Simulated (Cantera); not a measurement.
# Low-pressure radical oxidation in H2/O2

An isothermal, constant-pressure homogeneous reactor starts with H₂ : O₂ = 0.033 : 1 (molar parts), equivalence ratio 0.017, at 900 K and 10.00 Torr.

Cantera simulation using the H2/O2 subset of GRI-Mech 3.0, which has no nitrogen chemistry; the numbers are that mechanism's predictions, not measurements. Radical loss at walls, strong at low pressure, is not modelled. Below about 950 K walls govern HO2 and H2O2 in real vessels.

```
t (s)         x H₂   x O₂    x H₂O₂     x HO₂       x O      x OH       x H
--------  --------  -----  --------  --------  --------  --------  --------
1.00e-5     0.0319  0.968    <1e-12    <1e-12    <1e-12    <1e-12    <1e-12
7.17e-5     0.0319  0.968    <1e-12  1.03e-12    <1e-12    <1e-12    <1e-12
0.000514    0.0319  0.968    <1e-12  7.56e-12  4.51e-12  2.69e-12  5.49e-12
0.00369     0.0319  0.968    <1e-12  1.02e-10  8.11e-10  3.17e-10  4.47e-10
0.0265     0.00212  0.960   1.79e-7   8.65e-6   0.00555  0.000985   0.00354
0.190      2.41e-5  0.967   4.05e-8   1.23e-6  0.000132   5.39e-5   4.47e-6
1.36       7.39e-7  0.968   1.22e-8   9.53e-8   3.67e-6   9.08e-6   2.09e-8
9.76       1.08e-8  0.968   2.42e-9   6.39e-9   1.88e-7   2.08e-6  2.43e-10
70.0      3.92e-10  0.968  4.61e-10  6.39e-10   1.72e-8   6.27e-7  6.68e-12
```
x: mole fraction; the columns are a selection and need not sum to one.

Equilibrium at this temperature and pressure: H₂ <1e-12, O₂ 0.968, H₂O₂ 2.51e-12, HO₂ 9.59e-11, O 4.62e-11, OH 3.23e-8, H <1e-12 (gas phase only).
